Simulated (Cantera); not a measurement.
Feed: 1 mol TiO2, 44 mol H2, 0.41 mol N2, held at 1.00 bar.

Equilibrium computed with Cantera from the NASA thermochemical tables; the gas is ideal and each condensed phase is pure. Candidate condensed phases: H2O, Ti, TiN, TiO, TiO2, Ti2O3, Ti3O5, Ti4O7; 27 gas species. Mutual solubility and eutectic melting of coexisting phases are not modelled. Condensed phases not in the tables: Magnéli phases beyond Ti4O7. The numbers say what is thermodynamically allowed, not how fast it happens.

x: gas mole fraction; n: condensed amount in mol.

```csv
T (K),x H2,x N2,x H2O,x H,x NH3,x OH,x TiO,n TiO2(rutile),n Ti4O7(s),n Ti3O5(s)
1350,0.986,0.00923,0.00469,2.37e-6,…,1.83e-10,<1e-12,0.167,0.208,0
1400,0.985,0.00923,0.00563,4.83e-6,…,5.48e-10,<1e-12,0,0.250,0
1450,0.985,0.00923,0.00563,9.39e-6,…,1.29e-9,<1e-12,0,0.250,0
1500,0.985,0.00923,0.00563,1.75e-5,…,2.85e-9,<1e-12,0,0.250,0
1550,0.984,0.00923,0.00640,3.12e-5,…,6.83e-9,1.12e-12,0,0.147,0.138
1600,0.983,0.00923,0.00751,5.39e-5,…,1.61e-8,5.20e-12,0,0,0.333
1650,0.983,0.00923,0.00751,9.01e-5,…,3.11e-8,2.42e-11,0,0,0.333
1700,0.983,0.00923,0.00751,0.000146,…,5.76e-8,1.03e-10,0,0,0.333
1750,0.983,0.00923,0.00750,0.000231,…,1.03e-7,3.99e-10,0,0,0.333
1800,0.983,0.00923,0.00750,0.000355,…,1.79e-7,1.44e-9,0,0,0.333
1850,0.983,0.00923,0.00750,0.000534,…,3.01e-7,4.80e-9,0,0,0.333
```

Problem. What belongs in the gaps?

Solution. 
- 1350, x NH3: 9.62e-6
- 1400, x NH3: 8.03e-6
- 1450, x NH3: 6.80e-6
- 1500, x NH3: 5.82e-6
- 1550, x NH3: 5.02e-6
- 1600, x NH3: 4.37e-6
- 1650, x NH3: 3.85e-6
- 1700, x NH3: 3.41e-6
- 1750, x NH3: 3.04e-6
- 1800, x NH3: 2.73e-6
- 1850, x NH3: 2.47e-6
